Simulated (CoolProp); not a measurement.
The fluid at 272.82 K and 0.0322 MPa (gas) is heated at constant pressure to 440 K. The same conditions are run with several fluids, on thermodynamics alone (safety and materials aside).

The numbers come from the reference Helmholtz-energy equation of state of each fluid (R1233zd(E): Akasaka 2022; R13: Platzer 1990; nitrogen: Span 2000; n-perfluorobutane: Gao 2022) in CoolProp. The equations of Platzer and Polt are older, rougher fits.

```json
[
 {"fluid": "R1233zd(E)", "heat (kJ/kg)": "145", "final density (kg/m³)": "?"},
 {"fluid": "R13", "heat (kJ/kg)": "?", "final density (kg/m³)": "0.920"},
 {"fluid": "nitrogen", "heat (kJ/kg)": "?", "final density (kg/m³)": "0.247"},
 {"fluid": "n-perfluorobutane", "heat (kJ/kg)": "?", "final density (kg/m³)": "?"}
]
```

**Question.** Complete the blanks.

**Answer.** 
- R1233zd(E), final density (kg/m³): 1.15
- R13, heat (kJ/kg): 117
- nitrogen, heat (kJ/kg): 174
- n-perfluorobutane, heat (kJ/kg): 153
- n-perfluorobutane, final density (kg/m³): 2.10
